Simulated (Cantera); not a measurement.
# Thermodynamics of silicon carbide growth, feed CH3SiCl3 + CH4 + H2

Input: 1 mol CH3SiCl3, 0.32 mol CH4, 17 mol H2, equilibrated at 10.0 mbar.

Equilibrium computed with Cantera from the NASA thermochemical tables; the gas is ideal and each condensed phase is pure. Candidate condensed phases: C, C6H6, C7H8, C8H18, Si, SiC; 109 gas species. The feed counts by its element totals alone. The tables' values for SiCl, SiCl3 are old estimates; treat these amounts as uncertain. Gases not in the tables: Si2H6 and higher silanes. Equilibrium is a limit: real reactors are often held back by kinetics, nucleation or transport.

```tsv
T (K)	x H2	x H	x HCl	x Si	x Cl	n C(graphite)	n SiC(s)
1150	0.856	6.90e-7	0.143	<1e-12	1.02e-7	0.328	0.988
1300	0.855	1.02e-5	0.145	1.28e-11	1.46e-6	0.324	0.994
1450	0.855	8.75e-5	0.144	1.83e-9	1.20e-5	0.329	0.990
1600	0.855	0.000503	0.143	1.02e-7	6.67e-5	0.337	0.982
1750	0.854	0.00215	0.142	2.86e-6	0.000275	0.347	0.969
1900	0.850	0.00732	0.139	4.68e-5	0.000904	0.356	0.950
2050	0.837	0.0208	0.134	0.000507	0.00247	0.365	0.916
2200	0.806	0.0506	0.126	0.00396	0.00575	0.418	0.792
2350	0.731	0.107	0.110	0.0237	0.0115	0.806	0.102
2500	0.633	0.200	0.0977	0.0283	0.0218	0.591	0
```
x: gas mole fraction; n: condensed amount in mol.

From 1150 K to 2350 K the condensed part is C(graphite) + SiC(s). At 2500 K the condensed part is C(graphite). The main Si-bearing gas is SiCl4 at 1150 K and Si at 2500 K. The share of Si in condensed phases is highest at 1300 K (99.4 %) and lowest at 2500 K (0.0 %).
